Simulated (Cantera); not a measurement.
Input (Python, Cantera) and output of one run.

```python
import numpy as np
import cantera as ct

gas_names = """
    CL CL2 H HCL H2 Si SiCL SiCL2 SiCL3 SiCL4 SiH SiHCL3 SiH2 SiH2CL2 SiH3 SiH3CL SiH4 Si2 Si3
""".split()
cond_names = """
    Si(cr) Si(L)
""".split()


def load(file, names, dense=False):
    # The tables refer to 1 bar. Condensed volumes are neglected.
    table = {s.name: s for s in ct.Species.list_from_file(file)}
    out = []
    for n in names:
        d = dict(table[n].input_data)
        d["thermo"] = dict(d["thermo"], **{"reference-pressure": 1e5})
        if dense:
            d["equation-of-state"] = {"model": "constant-volume", "density": "1e6 g/cm^3"}
        out.append(ct.Species.from_dict(d))
    return out


gas = ct.Solution(thermo="ideal-gas", species=load("nasa_gas.yaml", gas_names))
cond = {s.name: ct.Solution(thermo="fixed-stoichiometry", species=[s], name=s.name)
        for s in load("nasa_condensed.yaml", cond_names, dense=True)}
atoms = {
    'Si2Cl6': {'Si': 2, 'CL': 6},
    'Cl2': {'CL': 2},
    'H2': {'H': 2},
}
top_T = {}  # K; cautious upper limits of use, not melting points


def equilibrate(T, P, feed):
    n = {}
    for name, mol in feed.items():
        for a, k in atoms[name].items():
            n[a] = n.get(a, 0.0) + k * mol
    gas.TPX = T, P, n
    mass = sum(n.values()) * gas.mean_molecular_weight
    gas.equilibrate("TP")
    valid = [c for c in cond.values() if c.min_temp <= T <= top_T.get(c.name, c.max_temp)]
    mix = ct.Mixture([(gas, mass / gas.mean_molecular_weight)] + [(c, 0.0) for c in valid])
    mix.T, mix.P = T, P
    mix.equilibrate("TP", solver="vcs", rtol=1e-11, max_steps=5000)
    return mix


results = []
feed = {'Si2Cl6': 1, 'Cl2': 0.019, 'H2': 42}  # mol
T = 1523  # K
P = 110  # Pa
mix = equilibrate(T, P, feed)
results.append((T, P, feed, dict(zip(mix.species_names, mix.species_moles))))
print(gas.report(threshold=1e-06))
for i in range(1, mix.n_phases):
    print(f"{mix.phase(i).name:16s} {mix.phase_moles(i):12.5e} mol")
```

Result:

```
       temperature   1523 K
          pressure   110 Pa
           density   6.3838e-05 kg/m^3
  mean mol. weight   7.3489 kg/kmol
   phase of matter   gas

                          1 kg             1 kmol
                     ---------------   ---------------
          enthalpy        3.5617e+06        2.6174e+07  J
   internal energy        1.8386e+06        1.3511e+07  J
           entropy             33897         2.491e+05  J/K
    Gibbs function       -4.8063e+07       -3.5321e+08  J
 heat capacity c_p            4521.9             33231  J/K
 heat capacity c_v            3390.5             24917  J/K

                      mass frac. Y      mole frac. X     chem. pot. / RT
                     ---------------   ---------------   ---------------
                CL        0.00023715        4.9162e-05           -29.253
                 H        9.0215e-05        0.00065771           -12.788
               HCL           0.41168          0.082983            -42.04
                H2           0.24438           0.89084           -25.575
                Si        6.2634e-05        1.6389e-05           -4.6231
              SiCL        0.00024861        2.8755e-05           -33.876
             SiCL2           0.34024           0.02526           -63.128
             SiCL3         0.0029013         0.0001586           -92.381
             SiCL4         6.875e-05         2.974e-06           -121.63
               SiH         5.936e-06        1.4994e-06           -17.411
            SiHCL3        6.6042e-05        3.5833e-06           -105.17
              SiH2        7.3167e-06        1.7863e-06           -30.198
     [   +7 minor]        1.0163e-05        7.6582e-07

Si(cr)            8.52812e-01 mol
```

These are equilibrium values from Cantera (NASA tables, ideal gas, pure condensed phases), not measurements of a reactor. The feed counts by its element totals alone. The tables' values for SiCl3, SiCl are old estimates; treat these amounts as uncertain.
